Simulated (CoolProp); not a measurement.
Octamethyltrisiloxane (MDM) along the isotherm 575 K: fugacity coefficient from the reference equation and from simpler models built on Tc = 565.4 K, pc = 1.438 MPa, ω = 0.528; each cubic takes its own stable root.

The numbers come from the reference Helmholtz-energy equation of state, Thol 2017 in CoolProp.

```json
[
 {"p (MPa)": "0.27", "phase": "gas", "reference": "0.9418"},
 {"p (MPa)": "0.539", "phase": "gas", "reference": "0.8842"},
 {"p (MPa)": "0.809", "phase": "gas", "reference": "0.8266"},
 {"p (MPa)": "1.08", "phase": "gas", "reference": "0.7684"},
 {"p (MPa)": "1.35", "phase": "gas", "reference": "0.7088"},
 {"p (MPa)": "1.62", "phase": "supercritical", "reference": "0.6440"},
 {"p (MPa)": "1.89", "phase": "supercritical", "reference": "0.5752"},
 {"p (MPa)": "2.16", "phase": "supercritical", "reference": "0.5206"}
]
```

Q: How far does each simpler model (van der Waals, Redlich-Kwong, Peng-Robinson) lie from the reference over these 8 states: mean and median of the absolute difference, and the worst?

A: 
- van der Waals: mean 2.6 %, median 2.7 %, worst +5.3 % at 575 K and 2.16 MPa
- Redlich-Kwong: mean 0.4 %, median 0.4 %, worst -0.6 % at 575 K and 1.62 MPa
- Peng-Robinson: mean 2.1 %, median 2.2 %, worst -2.9 % at 575 K and 1.35 MPa
